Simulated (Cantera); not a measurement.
A closed system holds: 1 mol SiCl4, 0.79 mol Cl2, 14 mol H2, held at 1023 K and 2.70 bar.

Method: chemical equilibrium by Gibbs-energy minimisation in Cantera with the NASA 1993 tables (ideal gas, pure condensed phases). Candidate condensed phases: Si; 19 gas species. The tables' values for SiCl3 are old estimates; treat these amounts as uncertain. Equilibrium is a limit: real reactors are often held back by kinetics, nucleation or transport.

Base state: H2 0.832, HCl 0.104, SiCl4 0.0592, SiHCl3 0.00400, SiCl3 6.20e-5, SiH2Cl2 3.00e-5 (mole fractions); condensed: gas only.

Question: What changes in the equilibrium state with this change: temperature from 1023 K to 1273 K?

Answer: 
| species | before | after |
|---|---|---|
| H2 | 0.832 | 0.819 |
| HCl | 0.104 | 0.118 |
| SiCl4 | 0.0592 | 0.0466 |
| SiHCl3 | 0.00400 | 0.0130 |
| SiCl2 | 1.37e-6 | 0.000783 |
| SiCl3 | 6.20e-5 | 0.00236 |
| SiH2Cl2 | 3.00e-5 | 0.000498 |
